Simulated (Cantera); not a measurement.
# SiCl4 + Cl2 + H2 (chlorosilane synthesis and conversion)

A closed system holds: 1 mol SiCl4, 2 mol Cl2, 0.65 mol H2, at 798 K and 7130 Torr.

Cantera equilibrium calculation (NASA polynomials, part measured and part estimated; ideal gas, pure solids and liquids). Candidate condensed phases: Si; 19 gas species. Rates play no part.

```json
{
 "x(Cl2)": "0.370",
 "x(HCl)": "0.356",
 "x(SiCl4)": "0.274",
 "x(Cl)": "1.76e-6",
 "gas_amount": "3.650 mol",
 "log10 activity of Si(s) (absent)": "-37.13"
}
```
